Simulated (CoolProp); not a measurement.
The fluid at 532.09 K and 10.3 MPa is throttled through a valve to 4.8 MPa with no heat exchange. The same conditions are run with several fluids, on thermodynamics alone (safety and materials aside).

Model: reference Helmholtz-energy equation of state of each fluid (n-hexane: Thol 2019; ethane: Bücker 2006; propylene: Lemmon 2013; hydrogen sulfide: Lemmon 2006; n-pentane: Thol 2019), in CoolProp.

Q: Rank n-hexane, ethane, propylene, hydrogen sulfide, n-pentane by temperature change (K), highest first.

A: n-hexane (-7.8), ethane (-12.1), propylene (-19.3), n-pentane (-24.5), hydrogen sulfide (-26.8)

| fluid | final phase | final density (kg/m³) |
|---|---|---|
| n-hexane | supercritical | 343 |
| ethane | gas | 35.0 |
| propylene | supercritical | 53.4 |
| hydrogen sulfide | gas | 41.6 |
| n-pentane | supercritical | 175 |
